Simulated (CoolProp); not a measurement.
c-C4F8 (RC318) at several states: fugacity coefficient from the reference equation and from simpler models built on Tc = 388.4 K, pc = 2.778 MPa, ω = 0.355; each cubic takes its own stable root.

Values from CoolProp's reference Helmholtz-energy equation of state, Platzer 1990. This equation is an older, rougher fit; its heat capacities, sound speeds and derivatives of the liquid may be far off and weren't checked against measurements.

```csv
T (K),p (MPa),phase,reference
259.9,0.0144,gas,0.9936
376.6,0.153,gas,0.9799
366.8,0.622,gas,0.9109
459,10.9,supercritical,0.5151
349.9,0.0105,gas,0.9982
```

**Question.** How far does each simpler model (van der Waals, Redlich-Kwong, Peng-Robinson) lie from the reference over these 5 states: mean and median of the absolute difference, and the worst?

**Answer.** 
- van der Waals: mean 1.8 %, median 0.3 %, worst -7.2 % at 459 K and 10.9 MPa
- Redlich-Kwong: mean 1.6 %, median 0.0 %, worst -7.6 % at 459 K and 10.9 MPa
- Peng-Robinson: mean 0.8 %, median 0.3 %, worst -2.5 % at 459 K and 10.9 MPa
